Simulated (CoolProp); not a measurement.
n-perfluorohexane along the isotherm 238.7 K: fugacity coefficient from the reference equation and from simpler models built on Tc = 448.0 K, pc = 17.42 bar, ω = 0.497; each cubic takes its own stable root.

The numbers come from the reference Helmholtz-energy equation of state, Gao 2022 in CoolProp.

```csv
p (bar),phase,reference
0.792,liquid,0.01168
1.58,liquid,0.005899
2.37,liquid,0.003962
3.17,liquid,0.002984
3.96,liquid,0.002406
4.75,liquid,0.002021
5.54,liquid,0.001745
6.33,liquid,0.001539
7.12,liquid,0.001378
7.92,liquid,0.001248
8.71,liquid,0.001143
```

How far does each simpler model (van der Waals, Soave-Redlich-Kwong) lie from the reference over these 11 states: mean and median of the absolute difference, and the worst?


- van der Waals: mean 7660.3 %, median 7658.5 %, worst +7891.3 % at 238.7 K and 8.71 bar
- Soave-Redlich-Kwong: mean 3.2 %, median 3.2 %, worst +3.8 % at 238.7 K and 8.71 bar
